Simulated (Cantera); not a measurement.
Input (Python, Cantera):

```python
import numpy as np
import cantera as ct

gas = ct.Solution("gri30.yaml")
gas.TPX = 775, 500000, {'CO': 1, 'H2': 0.064, 'CH4': 0.069, 'O2': 0.558, 'N2': 2.1}
inlet = ct.Reservoir(gas, clone=True)
gas.equilibrate("HP")  # start burning
reactor = ct.IdealGasConstPressureReactor(gas, energy="on", clone=False)
exhaust = ct.Reservoir(gas, clone=True)
tau = [0.12, 0.055, 0.024, 0.011, 0.0046, 0.002, 0.00089, 0.00039, 0.00017, 7.5e-05, 3.3e-05, 1.5e-05][0]
for a, b in ((inlet, reactor), (reactor, exhaust)):
    ct.MassFlowController(a, b, mdot=lambda t: reactor.mass / tau)
net = ct.ReactorNet([reactor])
show = ['CO', 'H2', 'CH4', 'HO2', 'H']

rows = []
print(f"{'tau/s':>10s}{'T/K':>9s}" + "".join(f"{s:>11s}" for s in show))
for tau in [0.12, 0.055, 0.024, 0.011, 0.0046, 0.002, 0.00089, 0.00039, 0.00017, 7.5e-05, 3.3e-05, 1.5e-05]:
    net.initial_time = 0.0
    net.advance(30 * tau)
    before = gas.X
    net.advance(40 * tau)
    drift = np.max(np.abs(gas.X - before) / (gas.X + 1e-9))
    rows.append([gas.T, *gas[show].X, drift])
    print(f"{tau:10.3e}{gas.T:9.1f}" + "".join(f"{x:11.3e}" for x in gas[show].X))
```

It prints:

```
     tau/s      T/K         CO         H2        CH4        HO2          H
 1.200e-01   2641.2  8.622e-02  3.074e-03  5.264e-08  1.899e-06  1.143e-03
 5.500e-02   2640.1  8.635e-02  3.080e-03  1.141e-07  1.917e-06  1.153e-03
 2.400e-02   2637.6  8.667e-02  3.094e-03  2.573e-07  1.961e-06  1.177e-03
 1.100e-02   2632.3  8.732e-02  3.123e-03  5.444e-07  2.047e-06  1.227e-03
 4.600e-03   2619.3  8.890e-02  3.195e-03  1.216e-06  2.247e-06  1.348e-03
 2.000e-03   2593.1  9.201e-02  3.341e-03  2.486e-06  2.629e-06  1.598e-03
 8.900e-04   2545.4  9.745e-02  3.612e-03  4.704e-06  3.339e-06  2.089e-03
 3.900e-04   2467.4  1.058e-01  4.061e-03  8.653e-06  4.794e-06  3.025e-03
 1.700e-04   2360.6  1.164e-01  4.666e-03  1.605e-05  7.791e-06  4.614e-03
 7.500e-05   2233.8  1.280e-01  5.325e-03  3.099e-05  1.334e-05  6.952e-03
 3.300e-05   2086.7  1.409e-01  5.908e-03  6.586e-05  2.299e-05  9.935e-03
 1.500e-05   1917.3  1.584e-01  6.214e-03  1.638e-04  4.001e-05  1.221e-02
```

Detailed kinetics in Cantera: GRI-Mech 3.0 (53 species, 325 reactions).
